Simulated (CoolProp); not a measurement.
Vapour-liquid equilibrium of R1234yf (1) + isobutane (2) at 224.1 K; x and y are mole fractions of (1).

The numbers come from the multi-fluid Helmholtz-energy mixture model, Lemmon 2022 and Bücker 2006; pair parameters Bell 2016 in CoolProp.

Question: Give the bubble pressure and the first vapour's composition at x = 0.45, 0.65, 0.85. Is there an azeotrope?

Answer: x = 0.45: 39.33 kPa, y = 0.660; x = 0.65: 40.91 kPa, y = 0.721; x = 0.85: 41.20 kPa, y = 0.830. y crosses x between x = 0.75 and 0.85: the model has an azeotrope there.

Pair parameters are fitted to limited data, so mixtures are less certain than the pure fluids. With so large a gap from Raoult's law the liquid may split in two, which this calculation doesn't test in full.
